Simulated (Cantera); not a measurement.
# Equilibrium for hydrogen reduction and annealing atmospheres: Cu2O + H2

Feed: 1 mol Cu2O, 0.53 mol H2, held at 1775 K and 1 atm.

Method: chemical equilibrium by Gibbs-energy minimisation in Cantera with the NASA 1993 tables (ideal gas, pure condensed phases). Candidate condensed phases: Cu, CuO, Cu(OH)2, Cu2O, H2O; 12 gas species. Each liquid is taken as pure. Mutual solubility and eutectic melting of coexisting phases are not modelled. Kinetics and transport are ignored.

The x(H2O) is 0.996 and the x(O2) comes out as 0.00236. The x(H2) is 0.000866, the x(OH) is 0.000606 and the x(Cu) is 0.000399. The x(H) is 8.46e-6 and the x(O) comes out as 4.62e-6. The x(CuO) comes out as 2.66e-6, the n(Cu(l)) is 1.06 mol and the n(Cu2O(l)) is 0.468 mol. The gas amount is 0.5316 mol.
